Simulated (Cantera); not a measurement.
Input: 1 mol BF₃, 21 mol H₂, at 2323.15 K and 0.000800 bar.

Method: chemical equilibrium by Gibbs-energy minimisation in Cantera with the NASA 1993 tables (ideal gas, pure condensed phases). Candidate condensed phases: B; 20 gas species. The tables' values for BF₂ are old estimates; treat these amounts as uncertain. Equilibrium is a limit: real reactors are often held back by kinetics, nucleation or transport.

Base state: H₂ 0.594, H 0.297, HF 0.0717, BF 0.0346, BF₂ 0.00233, BF₃ 6.13e-5, F 4.56e-5, B 2.63e-5 (mole fractions); condensed: gas only.

Question: What changes in the equilibrium state with this change: 0.11 mol Cl₂ added?

Answer: 
```tsv
species	before	after
H₂	0.594	0.588
H	0.297	0.295
HF	0.0717	0.0714
HCl	0	0.00591
Cl	0	0.00214
BF	0.0346	0.0344
BCl	0	6.19e-5
BHF₂	1.20e-5	1.19e-5
```
The tables' values for BF₂, BCl are old estimates; treat these amounts as uncertain.

Question: What changes in the equilibrium state with this change: temperature from 2323.15 K to 1225 K?

Answer: 
```tsv
species	before	after
H₂	0.594	0.952
BF₃	6.13e-5	0.0434
HF	0.0717	0.00205
H	0.297	1.08e-5
BF	0.0346	2.08e-5
F	4.56e-5	<1e-9
B	2.63e-5	<1e-9
BHF₂	1.20e-5	0.00171
BF₂	0.00233	0.000304
```
